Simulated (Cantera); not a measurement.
Charge: 1 mol CuO, 2.2 mol F2, 0.58 mol O2, equilibrated at 43.0 Pa.

Cantera equilibrium calculation (NASA polynomials, part measured and part estimated; ideal gas, pure solids and liquids). Candidate condensed phases: Cu, CuF2, CuO, Cu2O; 13 gas species. The numbers say what is thermodynamically allowed, not how fast it happens.

Task: At 1200 °C, list the 4 most abundant gas species with their mole fractions, and the condensed phases.

Result: F 0.537, O2 0.240, CuF2 0.219, CuF 0.00318. Condensed: gas only.
